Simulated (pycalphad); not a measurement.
# Phase fractions of Al-3.65Fe-3.48Si (at.%)

Source of the numbers: pycalphad with the COST 507 light-alloy database (1999); pressure 1 atm. The data set is of 1999 and partly superseded. Phase fractions are per mole of atoms.

```
T (K)      liquid     AL13FE4         fcc  ALFESI_ALPHA  ALFESI_BETA
-----  ----------  ----------  ----------  ------------  -----------
1100        1.000           -           -             -            -
1050   (withheld)  (withheld)           -             -            -
1000        0.930       0.070           -             -            -
950         0.900       0.100           -             -            -
900         0.441           -       0.387         0.172            -
850             -           -  (withheld)    (withheld)   (withheld)
800             -           -       0.767         0.038        0.195
750             -           -       0.765         0.030        0.205
700             -           -       0.763         0.025        0.211
650             -           -       0.763         0.022        0.215
600             -           -       0.762         0.020        0.218
550             -           -       0.762         0.020        0.219
500             -           -       0.762         0.020        0.218
```

Q: Some entries are withheld; supply them.

A: 
- 1050, liquid: 0.969
- 1050, AL13FE4: 0.031
- 850, fcc: 0.770
- 850, ALFESI_ALPHA: 0.048
- 850, ALFESI_BETA: 0.182

Database names, with the compositions (at.%) that they take in these runs: AL13FE4: Al 76 Fe 24 Si 0; ALFESI_ALPHA: Al 71-73 Fe 19 Si 8-10; ALFESI_BETA: Al 70 Fe 15 Si 15.
